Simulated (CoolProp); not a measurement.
Saturated liquid density (kg/m³) of R141b: the reference equation beside estimates from Tc = 477.5 K, pc = 4212 kPa, ω = 0.220. Rackett uses Z = 0.29056 − 0.08775 ω.

The numbers come from the reference Helmholtz-energy equation of state, Lemmon 2006 in CoolProp. It is a short technical equation, of lower accuracy than the large ones.

| T (K) | reference | Rackett | Redlich-Kwong | Soave-Redlich-Kwong | Peng-Robinson |
|---|---|---|---|---|---|
| 332.1 | 1165 | 1158 | 1032 | 1066 | 1207 |
| 335.8 | 1158 | 1150 | 1023 | 1058 | 1198 |
| 339.6 | 1149 | 1142 | 1014 | 1050 | 1189 |
| 343.4 | 1141 | 1133 | 1005 | 1041 | 1179 |
| 347.2 | 1133 | 1125 | 996.0 | 1032 | 1170 |
| 350.9 | 1125 | 1117 | 987.0 | 1023 | 1160 |
| 354.7 | 1116 | 1108 | 977.5 | 1014 | 1150 |
| 358.5 | 1107 | 1099 | 967.8 | 1005 | 1139 |
| 362.3 | 1099 | 1090 | 957.9 | 995.1 | 1129 |
| 366 | 1090 | 1082 | 948.1 | 985.5 | 1118 |
| 369.8 | 1081 | 1073 | 937.9 | 975.5 | 1107 |
| 373.6 | 1071 | 1063 | 927.4 | 965.1 | 1095 |
| 377.3 | 1062 | 1054 | 917.0 | 954.8 | 1083 |

Absolute difference from the reference over all 13 rows, mean and median: Rackett 0.7 and 0.7 %, Redlich-Kwong 12.5 and 12.4 %, Soave-Redlich-Kwong 9.2 and 9.1 %, Peng-Robinson 2.9 and 3.0 %.
